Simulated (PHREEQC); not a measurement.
Solution (65 °C): 0.0043 mol ZnSO4, 0.0044 mol MgSO4, 0.092 mol HCl and 0.0039 mol Na2SO4 per kg of water. Closed to the air; pH follows from the charge balance.

Equilibrium calculation in PHREEQC: ion-association model, wateq4f.dat.

```csv
quantity,before,after
pH,1.18,1.83
ionic strength (mol/kgw),0.112,0.0236
HSO4- (mol/kgw),0.0106,0.00168
Zn+2 (mol/kgw),0.00288,0.000721
SO4-2 (mol/kgw),0.00140,0.000697
SI of Epsomite (MgSO4:7H2O),-4.28,-4.90
SI of Goslarite (ZnSO4:7H2O),-4.65,-5.16
```

**Question.** Name the change that produced these shifts.
(A) diluted 5-fold with water
(B) diluted 10-fold with water
(C) temperature from 65 to 70 °C
(D) diluted 100-fold with water

**Answer.** A, diluted 5-fold with water

No solid was allowed to form. At this temperature some constants are extrapolated from 25 °C, and those without enthalpy data are left unchanged.
